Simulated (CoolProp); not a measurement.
Saturated liquid density (kg/m³) of water: the reference equation beside estimates from Tc = 647.1 K, pc = 220.6 bar, ω = 0.344.

The numbers come from the reference Helmholtz-energy equation of state, Wagner 2002 in CoolProp.

```tsv
T (K)	reference	van der Waals	Soave-Redlich-Kwong
513.8	812.4	[?]	579.1
522.4	800.0	377.4	[?]
530.9	787.1	371.1	556.4
539.5	773.5	364.5	544.1
548.1	759.1	357.6	531.2
556.7	743.9	350.4	517.6
565.3	[?]	342.8	503.1
573.9	710.6	334.9	487.7
582.4	692.3	[?]	471.5
591	672.4	317.4	453.8
599.6	650.5	307.6	434.6
608.2	626.1	296.9	413.5
616.8	598.4	285.0	389.9
625.4	565.4	271.2	362.7
633.9	523.3	254.6	[?]
```

Fill in the missing entries.


- 513.8, van der Waals: 383.5
- 522.4, Soave-Redlich-Kwong: 568.0
- 565.3, reference: 727.8
- 582.4, van der Waals: 326.5
- 633.9, Soave-Redlich-Kwong: 330.2

Absolute difference from the reference over all 15 rows, mean and median: van der Waals 52.6 and 52.8 %, Soave-Redlich-Kwong 31.9 and 31.4 %.
